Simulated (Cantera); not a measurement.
Charge: 1 mol Si, 16 mol HCl, 2.7 mol F2, held at 1323.15 K and 1330 Pa.

Method: chemical equilibrium by Gibbs-energy minimisation in Cantera with the NASA 1993 tables (ideal gas, pure condensed phases). Candidate condensed phases: Si; 37 gas species. The numbers say what is thermodynamically allowed, not how fast it happens.

Base state: HCl 0.816, HF 0.0782, SiF4 0.0559, Cl2 0.0281, Cl 0.0221 (mole fractions); condensed: gas only.

What changes in the equilibrium state with this change: temperature from 1323.15 K to 723 K?


```tsv
species	before	after
HCl	0.816	0.825
HF	0.0782	0.0791
SiF4	0.0559	0.0565
Cl	0.0221	2.23e-6
Cl2	0.0281	0.0395
```

What changes in the equilibrium state with this change: pressure from 1330 Pa to 15000 Pa?


| species | before | after |
|---|---|---|
| HCl | 0.816 | 0.822 |
| HF | 0.0782 | 0.0788 |
| SiF4 | 0.0559 | 0.0563 |
| Cl | 0.0221 | 0.00741 |
| Cl2 | 0.0281 | 0.0357 |

What changes in the equilibrium state with this change: temperature from 1323.15 K to 1373 K?


```tsv
species	before	after
HCl	0.816	0.812
HF	0.0782	0.0779
SiF4	0.0559	0.0556
Cl	0.0221	0.0306
Cl2	0.0281	0.0236
```
